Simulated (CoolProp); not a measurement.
Vapour-liquid equilibrium of CH2F2 (R32) (1) + R152A (2) at 252.8 K; x and y are mole fractions of (1).

Values from CoolProp's multi-fluid Helmholtz-energy mixture model, Tillner-Roth 1997 and Outcalt 1996; pair parameters Bell 2016.

```
x     bubble pressure (MPa)  y at the bubble point  dew pressure at overall composition x (MPa)  liquid density (mol/L)
----  ---------------------  ---------------------  -------------------------------------------  ----------------------
0.05                 0.1334                  0.148                                       0.1234                   15.43
0.2                  0.1761                  0.445                                       0.1394                   16.18
0.35                 0.2181                  0.628                                       0.1598                   16.99
0.5                  0.2597                  0.753                                       0.1870                   17.88
0.65                 0.3013                  0.847                                       0.2246                   18.86
0.8                  0.3433                  0.921                                       0.2791                   19.94
0.95                 0.3860                  0.982                                       0.3626                   21.13
```

No azeotrope shows between x = 0.05 and 0.95.

Pair parameters are fitted to limited data, so mixtures are less certain than the pure fluids.
